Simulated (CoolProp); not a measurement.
Vapour-liquid equilibrium of C2F6 (R116) (1) + propane (2) at -43.95 °C; x and y are mole fractions of (1).

Computed with CoolProp (multi-fluid Helmholtz-energy mixture model, Lemmon 2006 and Lemmon 2009; pair parameters Bell 2016).

```json
[
 {"x": "0.05", "bubble pressure, mixture model (MPa)": "(withheld)", "bubble pressure, Raoult's law (MPa)": "0.1121", "y, mixture model": "(withheld)", "y, Raoult's law": "0.209"},
 {"x": "0.125", "bubble pressure, mixture model (MPa)": "0.3207", "bubble pressure, Raoult's law (MPa)": "0.1401", "y, mixture model": "0.716", "y, Raoult's law": "0.417"},
 {"x": "0.2", "bubble pressure, mixture model (MPa)": "0.3705", "bubble pressure, Raoult's law (MPa)": "0.1682", "y, mixture model": "0.759", "y, Raoult's law": "0.556"},
 {"x": "0.275", "bubble pressure, mixture model (MPa)": "0.3928", "bubble pressure, Raoult's law (MPa)": "0.1962", "y, mixture model": "0.776", "y, Raoult's law": "0.655"},
 {"x": "0.35", "bubble pressure, mixture model (MPa)": "0.4032", "bubble pressure, Raoult's law (MPa)": "0.2243", "y, mixture model": "0.784", "y, Raoult's law": "0.729"},
 {"x": "0.425", "bubble pressure, mixture model (MPa)": "0.4094", "bubble pressure, Raoult's law (MPa)": "0.2523", "y, mixture model": "0.790", "y, Raoult's law": "0.787"},
 {"x": "0.5", "bubble pressure, mixture model (MPa)": "(withheld)", "bubble pressure, Raoult's law (MPa)": "0.2804", "y, mixture model": "0.796", "y, Raoult's law": "0.833"},
 {"x": "0.575", "bubble pressure, mixture model (MPa)": "0.4221", "bubble pressure, Raoult's law (MPa)": "0.3084", "y, mixture model": "0.805", "y, Raoult's law": "0.871"},
 {"x": "0.65", "bubble pressure, mixture model (MPa)": "(withheld)", "bubble pressure, Raoult's law (MPa)": "0.3365", "y, mixture model": "0.818", "y, Raoult's law": "0.903"},
 {"x": "0.725", "bubble pressure, mixture model (MPa)": "0.4400", "bubble pressure, Raoult's law (MPa)": "0.3645", "y, mixture model": "0.838", "y, Raoult's law": "0.930"},
 {"x": "0.8", "bubble pressure, mixture model (MPa)": "(withheld)", "bubble pressure, Raoult's law (MPa)": "0.3926", "y, mixture model": "(withheld)", "y, Raoult's law": "0.952"},
 {"x": "0.875", "bubble pressure, mixture model (MPa)": "0.4588", "bubble pressure, Raoult's law (MPa)": "0.4206", "y, mixture model": "0.904", "y, Raoult's law": "0.972"},
 {"x": "0.95", "bubble pressure, mixture model (MPa)": "0.4653", "bubble pressure, Raoult's law (MPa)": "0.4487", "y, mixture model": "0.956", "y, Raoult's law": "0.990"}
]
```

Complete the blanks.


- 0.05, bubble pressure, mixture model (MPa): 0.2158
- 0.05, y, mixture model: 0.570
- 0.5, bubble pressure, mixture model (MPa): 0.4152
- 0.65, bubble pressure, mixture model (MPa): 0.4305
- 0.8, bubble pressure, mixture model (MPa): 0.4499
- 0.8, y, mixture model: 0.866

The largest gap from Raoult's law is +128.9 % in bubble pressure, at x = 0.125. No azeotrope shows between x = 0.05 and 0.95.

Pair parameters are fitted to limited data, so mixtures are less certain than the pure fluids. With so large a gap from Raoult's law the liquid may split in two, which this calculation doesn't test in full.
